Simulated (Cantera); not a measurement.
An isothermal, constant-pressure homogeneous reactor starts with 9.71 % NO, 90.3 % N₂, at 2100 K and 20.0 Torr.

Detailed kinetics in Cantera: GRI-Mech 3.0 (53 species, 325 reactions). Radical loss at walls, strong at low pressure, is not modelled.

x: mole fraction; the columns are a selection and need not sum to one.

```
t (s)        x NO   x N₂    x N₂O      x O     x NO₂      x O₂
--------  -------  -----  -------  -------  --------  --------
0.000900   0.0971  0.903  4.96e-7        …  9.61e-10   1.52e-9
0.00288    0.0971  0.903  1.41e-6        …   6.94e-9   1.66e-8
0.00919    0.0971  0.903  3.20e-6        …   3.76e-8   1.98e-7
0.0294     0.0970  0.903  4.56e-6        …   1.64e-7   2.52e-6
0.0939     0.0969  0.903  4.58e-6        …   5.59e-7   2.99e-5
0.300      0.0962  0.903  4.30e-6        …   1.46e-6  0.000307
0.959      0.0920  0.905  3.71e-6        …   2.66e-6   0.00224
3.06       0.0736  0.914  2.17e-6        …   4.13e-6    0.0112
9.79       0.0251  0.938  2.58e-7        …   2.46e-6    0.0351
31.3      0.00533  0.948  5.16e-8  0.00181   5.91e-7    0.0449
100       0.00508  0.948  5.08e-8  0.00182   5.64e-7    0.0451
```

Task: Some entries are withheld; supply them.

Result: 
- 0.000900, x O: 5.52e-7
- 0.00288, x O: 1.94e-6
- 0.00919, x O: 7.48e-6
- 0.0294, x O: 2.94e-5
- 0.0939, x O: 0.000101
- 0.300, x O: 0.000285
- 0.959, x O: 0.000544
- 3.06, x O: 0.000967
- 9.79, x O: 0.00161
